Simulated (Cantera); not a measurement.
Feed: 1 mol MgO, 0.064 mol H2S, 0.3 mol CO2, 0.056 mol SO3, equilibrated at 1948 K and 5600 Pa.

Method: chemical equilibrium by Gibbs-energy minimisation in Cantera with the NASA 1993 tables (ideal gas, pure condensed phases). Candidate condensed phases: C, C6H6, C7H8, C8H18, H2O, H2SO4, Mg, MgCO3, MgO, Mg(OH)2, MgS, MgSO4, S; 130 gas species. Equilibrium is a limit: real reactors are often held back by kinetics, nucleation or transport.

Task: What is the equilibrium state?

Result: 
```json
{
  "x(CO2)": "0.380",
  "x(CO)": "0.241",
  "x(SO2)": "0.229",
  "x(H2O)": "0.115",
  "x(H2)": "0.0166",
  "x(SO)": "0.0156",
  "x(S2)": "0.00155",
  "x(H)": "0.000615",
  "x(OH)": "0.000386",
  "n(MgO(s))": "1.000 mol",
  "gas_amount": "0.4833 mol",
  "log10 activity of S(l) (absent)": "-3.58",
  "log10 activity of C(graphite) (absent)": "-6.55",
  "log10 activity of Mg(l) (absent)": "-7.42"
}
```
